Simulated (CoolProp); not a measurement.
The fluoroketone C6F12O (FK-5-1-12) along the isotherm 226.85 °C: fugacity coefficient from the reference equation and from simpler models built on Tc = 168.7 °C, pc = 1869 kPa, ω = 0.471; each cubic takes its own stable root.

Model: reference Helmholtz-energy equation of state, McLinden 2015, in CoolProp.

```tsv
p (kPa)	phase	reference
59.1	gas	0.9930
135	gas	0.9842
306	gas	0.9644
697	gas	0.9204
1590	gas	0.8247
3610	supercritical	0.6321
8210	supercritical	0.4321
18700	supercritical	0.3924
```

Q: How far does each simpler model (van der Waals, Soave-Redlich-Kwong, Peng-Robinson) lie from the reference over these 8 states: mean and median of the absolute difference, and the worst?

A: 
- van der Waals: mean 3.4 %, median 0.6 %, worst +18.2 % at 226.85 °C and 18700 kPa
- Soave-Redlich-Kwong: mean 3.5 %, median 0.7 %, worst +13.8 % at 226.85 °C and 18700 kPa
- Peng-Robinson: mean 1.0 %, median 0.6 %, worst -3.0 % at 226.85 °C and 18700 kPa
